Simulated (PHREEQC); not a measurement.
Dissolve 0.041 mol NaHSO4, 0.002 mol NaOH and 0.23 mol KCl per kg of water at 20 °C. Closed to the air; pH follows from the charge balance.

The numbers come from PHREEQC with the ion-association model, phreeqc.dat.

The pH is 1.69 and the ionic strength is 0.312 mol/kgw. The activity of water is 0.990, the specific conductance comes out as 32600 µS/cm and the density is 1.013 g/cm³. The total alkalinity comes out as -39.0 meq/kg.

| species | molality | activity | log γ |
|---|---|---|---|
| Cl- | 0.230 | 0.158 | -0.164 |
| K+ | 0.223 | 0.152 | -0.167 |
| Na+ | 0.0420 | 0.0307 | -0.136 |
| H+ | 0.0264 | 0.0207 | -0.107 |
| SO4-2 | 0.0205 | 0.00511 | -0.602 |
| HSO4- | 0.0126 | 0.00923 | -0.134 |
| KSO4- | 0.00691 | 0.00498 | -0.142 |
| NaSO4- | 0.00105 | 0.000760 | -0.142 |

Precipitation was switched off in this run. Complexes and solids missing from the database can't appear.
